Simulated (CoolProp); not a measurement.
Aqueous potassium formate as a coolant, 6 % by mass, freezing at -2.8 °C, 1 atm.

Model: Melinder's fits for secondary coolants, in CoolProp.

```tsv
T (°C)	Prandtl number	density (kg/m³)	conductivity (W/(m K))	cp (kJ/(kg K))
-1	14.3	1039	0.553	3.967
5.3	11.5	1039	0.563	3.961
11.7	9.50	1038	0.573	3.958
18.1	7.95	1036	0.583	3.956
24.5	6.76	1035	0.592	3.956
30.9	5.81	1033	0.601	3.957
37.3	5.04	1031	0.610	3.958
```
